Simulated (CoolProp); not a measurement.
CF4 (R14) along the isotherm 233.5 K: density (kg/m³) from the reference equation and from simpler models built on Tc = 227.4 K, pc = 3.762 MPa, ω = 0.178; each cubic takes its own stable root.

Model: reference Helmholtz-energy equation of state, Platzer 1990, in CoolProp. This equation is an older, rougher fit; its heat capacities, sound speeds and derivatives of the liquid may be far off and weren't checked against measurements.

```tsv
p (MPa)	phase	reference
0.0297	gas	1.350
0.0564	gas	2.569
0.107	gas	4.894
0.203	gas	9.362
0.384	gas	17.99
0.728	gas	35.22
1.38	gas	71.42
2.62	gas	160.7
4.96	supercritical	825.4
9.41	supercritical	1087
```

Question: How far does each simpler model (van der Waals, Redlich-Kwong, Soave-Redlich-Kwong) lie from the reference over these 10 states: mean and median of the absolute difference, and the worst?

Answer: 
- van der Waals: mean 4.9 %, median 0.5 %, worst -23.4 % at 233.5 K and 9.41 MPa
- Redlich-Kwong: mean 1.9 %, median 0.1 %, worst -11.3 % at 233.5 K and 4.96 MPa
- Soave-Redlich-Kwong: mean 2.2 %, median 0.0 %, worst -14.2 % at 233.5 K and 4.96 MPa
